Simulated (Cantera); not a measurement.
An adiabatic, constant-volume homogeneous reactor starts with CH4 : CO : O2 : N2 : H2O = 1 : 1.1 : 1.27 : 4.79 : 0.6 (molar parts), equivalence ratio 2.0, at 1600 K and 900 Torr.

Detailed kinetics in Cantera: GRI-Mech 3.0 (53 species, 325 reactions).

### Question
Predict: time of steepest temperature rise; temperature at 1.00 s; equilibrium temperature; x(CO) at 1.00 s; x(O2) at 1.00 s; x(HCO) at 1.00 s; x(CO2) at 1.00 s; x(NO2) at 1.00 s; x(NO) at 1.00 s.

### Answer
```
Quantity                                                               Value
---------------------------------  -----------------------------------------
time of steepest temperature rise                                   0.590 ms
temperature at 1.00 s                                                 2802 K
equilibrium temperature                                               2802 K
x(CO) at 1.00 s                          0.173 (gas-phase equilibrium 0.173)
x(O2) at 1.00 s                    0.000679 (gas-phase equilibrium 0.000679)
x(HCO) at 1.00 s                     6.32e-7 (gas-phase equilibrium 6.32e-7)
x(CO2) at 1.00 s                       0.0446 (gas-phase equilibrium 0.0446)
x(NO2) at 1.00 s                     9.69e-8 (gas-phase equilibrium 9.69e-8)
x(NO) at 1.00 s                      0.00167 (gas-phase equilibrium 0.00167)
```
